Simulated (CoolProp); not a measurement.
Computed with CoolProp (reference Helmholtz-energy equation of state, Lemmon 2013).

### Question
For propylene, give the phase and the Z, Joule-Thomson coefficient (K/MPa) at -26.15 °C and 14700 kPa; 73.05 °C and 14700 kPa.

### Answer
- -26.15 °C and 14700 kPa: liquid; Z 0.501, Joule-Thomson coefficient -0.406
- 73.05 °C and 14700 kPa: liquid; Z 0.454, Joule-Thomson coefficient 0.0879
